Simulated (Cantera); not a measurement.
**Adiabatic ignition**

An adiabatic, constant-volume homogeneous reactor starts with CO : H2 : O2 : N2 = 1 : 0.31 : 0.963 : 3.37 (molar parts), equivalence ratio 0.68, at 1325 K and 9.87 atm.

Detailed kinetics in Cantera: GRI-Mech 3.0 (53 species, 325 reactions). The hydrogen kinetics of GRI-Mech 3.0 are dated; newer H2 mechanisms differ, most at raised pressure.

```tsv
t (s)	T (K)	P (bar)	x CO	x H2	x O2	x NO	x H2O2	x H2O
2.00e-6	1325	10.0	0.177	0.0549	0.171	<1e-12	1.47e-8	4.86e-6
4.85e-6	1341	10.1	0.177	0.0529	0.169	1.41e-9	2.19e-5	0.00159
1.18e-5	2883	19.9	0.0470	0.00204	0.0772	0.000589	8.34e-7	0.0503
2.85e-5	2966	20.3	0.0383	0.00172	0.0721	0.00416	1.03e-6	0.0517
6.91e-5	2956	20.3	0.0379	0.00171	0.0688	0.0108	9.93e-7	0.0519
0.000168	2945	20.2	0.0374	0.00170	0.0651	0.0184	9.52e-7	0.0522
0.000406	2939	20.1	0.0373	0.00170	0.0634	0.0218	9.33e-7	0.0523
0.000985	2939	20.1	0.0372	0.00170	0.0633	0.0221	9.32e-7	0.0523
0.00239	2939	20.1	0.0372	0.00170	0.0633	0.0221	9.32e-7	0.0523
0.00579	2939	20.1	0.0372	0.00170	0.0633	0.0221	9.32e-7	0.0523
0.0140	2939	20.1	0.0372	0.00170	0.0633	0.0221	9.32e-7	0.0523
0.0340	2939	20.1	0.0372	0.00170	0.0633	0.0221	9.32e-7	0.0523
0.0825	2939	20.1	0.0372	0.00170	0.0633	0.0221	9.32e-7	0.0523
0.200	2939	20.1	0.0372	0.00170	0.0633	0.0221	9.32e-7	0.0523
```
x: mole fraction; the columns are a selection and need not sum to one.

| Property | Result |
|---|---|
| time of steepest temperature rise | 6.44 µs |
| temperature at 0.200 s | 2939 K |
| equilibrium temperature | 2939 K |
| x(CO) at 0.200 s | 0.0372 (gas-phase equilibrium 0.0372) |
| x(H2) at 0.200 s | 0.00170 (gas-phase equilibrium 0.00170) |
| x(O2) at 0.200 s | 0.0633 (gas-phase equilibrium 0.0633) |
